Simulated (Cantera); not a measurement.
Mixture: CH₄ : H₂ : O₂ : N₂ = 1 : 1.2 : 1.37 : 5.15 (molar parts), at 7500 Torr, adiabatic and at constant volume. Ignition delay is the time to a rise of 400 K.

Model: GRI-Mech 3.0 (53 species, 325 reactions), integrated in Cantera. Below about 1000 K GRI-Mech 3.0 lacks low-temperature oxidation paths. Below about 950 K walls govern HO2 and H2O2 in real vessels.

### Question
Predict: delay at 875 K; delay at 975 K; delay at 1075 K; delay at 1175 K; delay at 1275 K; delay at 1375 K; apparent activation energy between 1175 and 1375 K.

### Answer
```json
{
  "delay at 875 K": "0.237 s",
  "delay at 975 K": "15.4 ms",
  "delay at 1075 K": "1.49 ms",
  "delay at 1175 K": "0.239 ms",
  "delay at 1275 K": "82.0 µs",
  "delay at 1375 K": "40.3 µs",
  "apparent activation energy between 1175 and 1375 K": "120 kJ/mol"
}
```
